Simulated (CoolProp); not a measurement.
Vapour-liquid equilibrium of fluoroethane (R161) (1) + R227EA (2) at 0.0273 MPa; x and y are mole fractions of (1).

Values from CoolProp's multi-fluid Helmholtz-energy mixture model, Wu 2012 and Lemmon 2016; pair parameters Bell 2016.

### Question
Give the bubble temperature and the first vapour's composition at x = 0.2, 0.35, 0.575. Is there an azeotrope?

### Answer
x = 0.2: 228.1 K, y = 0.324; x = 0.35: 224.5 K, y = 0.589; x = 0.575: 218.4 K, y = 0.841. No azeotrope shows between x = 0.05 and 0.95.

The pair parameters rest on a limited set of measurements; away from them the model extrapolates.
